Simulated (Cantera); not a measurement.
Charge: 1 mol AlCl3, 7.4 mol N2O, 2.7 mol H2, at 533 Torr.

Equilibrium computed with Cantera from the NASA thermochemical tables; the gas is ideal and each condensed phase is pure. Candidate condensed phases: Al, AlCl3, AlN, Al2O3, H2O, NH4Cl; 45 gas species. Gases not in the tables: Al(OH)3. The numbers say what is thermodynamically allowed, not how fast it happens.

x: gas mole fraction; n: condensed amount in mol.

| T (K) | x N2 | x HCl | x O2 | x H2O | x Cl | x Cl2 | x NO | n Al2O3(s) |
|---|---|---|---|---|---|---|---|---|
| 1275 | 0.533 | 0.195 | 0.164 | 0.0968 | 0.00116 | 0.00977 | 0.000244 | 0.500 |
| 1325 | 0.532 | 0.198 | 0.164 | 0.0954 | 0.00166 | 0.00822 | 0.000338 | 0.500 |
| 1375 | 0.532 | 0.199 | 0.165 | 0.0944 | 0.00231 | 0.00695 | 0.000457 | 0.500 |
| 1425 | 0.531 | 0.201 | 0.165 | 0.0937 | ___ | ___ | ___ | 0.500 |
| 1475 | 0.531 | 0.201 | 0.165 | 0.0932 | 0.00414 | 0.00502 | 0.000785 | 0.500 |
| 1525 | 0.530 | 0.201 | 0.165 | 0.0930 | 0.00536 | 0.00429 | 0.00100 | 0.500 |
| 1575 | 0.530 | 0.201 | 0.164 | 0.0931 | 0.00680 | 0.00367 | 0.00126 | 0.500 |
| 1625 | 0.529 | 0.200 | 0.164 | 0.0933 | 0.00847 | 0.00315 | 0.00156 | 0.500 |
| 1675 | 0.529 | 0.199 | 0.163 | 0.0937 | 0.0104 | 0.00271 | 0.00190 | 0.500 |
| 1725 | 0.528 | 0.197 | 0.162 | 0.0943 | 0.0125 | 0.00233 | 0.00229 | 0.500 |
| 1775 | 0.528 | 0.195 | 0.162 | 0.0950 | 0.0149 | 0.00201 | 0.00274 | 0.500 |
| 1825 | 0.527 | 0.193 | 0.161 | 0.0958 | 0.0175 | 0.00174 | 0.00323 | 0.500 |
| 1875 | 0.526 | 0.191 | 0.160 | 0.0968 | ___ | ___ | ___ | 0.500 |
| 1925 | 0.525 | 0.188 | 0.158 | 0.0979 | 0.0234 | 0.00130 | 0.00438 | 0.500 |

### Question
Some entries are withheld; supply them.

### Answer

- 1425, x Cl: 0.00313
- 1425, x Cl2: 0.00590
- 1425, x NO: 0.000605
- 1875, x Cl: 0.0204
- 1875, x Cl2: 0.00150
- 1875, x NO: 0.00378
